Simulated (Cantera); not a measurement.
**Adiabatic ignition**

An adiabatic, constant-pressure homogeneous reactor starts with CH4 : H2 : O2 : N2 = 1 : 0.058 : 4.51 : 17 (molar parts), equivalence ratio 0.45, at 1500 K and 3750 Torr.

Computed with Cantera and GRI-Mech 3.0 (53 species, 325 reactions).

| t (s) | T (K) | x CH4 | x H2 | x O2 | x C2H2 | x C2H4 |
|---|---|---|---|---|---|---|
| 2.00e-6 | 1500 | 0.0443 | 0.00257 | 0.200 | <1e-12 | 3.32e-12 |
| 6.46e-6 | 1500 | 0.0443 | 0.00257 | 0.200 | <1e-12 | 2.02e-10 |
| 2.09e-5 | 1500 | 0.0443 | 0.00257 | 0.200 | 1.55e-12 | 1.66e-8 |
| 6.74e-5 | 1501 | 0.0440 | 0.00256 | 0.200 | 2.12e-9 | 4.18e-6 |
| 0.000218 | 2334 | <1e-12 | 0.00125 | 0.108 | <1e-12 | <1e-12 |
| 0.000704 | 2399 | <1e-12 | 0.000429 | 0.108 | <1e-12 | <1e-12 |
| 0.00227 | 2397 | <1e-12 | 0.000425 | 0.108 | <1e-12 | <1e-12 |
| 0.00734 | 2391 | <1e-12 | 0.000415 | 0.106 | <1e-12 | <1e-12 |
| 0.0237 | 2380 | <1e-12 | 0.000398 | 0.104 | <1e-12 | <1e-12 |
| 0.0767 | 2376 | <1e-12 | 0.000391 | 0.103 | <1e-12 | <1e-12 |
| 0.248 | 2376 | <1e-12 | 0.000391 | 0.103 | <1e-12 | <1e-12 |
| 0.800 | 2376 | <1e-12 | 0.000391 | 0.103 | <1e-12 | <1e-12 |
x: mole fraction; the columns are a selection and need not sum to one.

| Item | Value |
|---|---|
| time of steepest temperature rise | 0.196 ms |
| temperature at 0.800 s | 2376 K |
| equilibrium temperature | 2376 K |
| x(CH4) at 0.800 s | <1e-12 (gas-phase equilibrium <1e-12) |
| x(H2) at 0.800 s | 0.000391 (gas-phase equilibrium 0.000391) |
| x(O2) at 0.800 s | 0.103 (gas-phase equilibrium 0.103) |
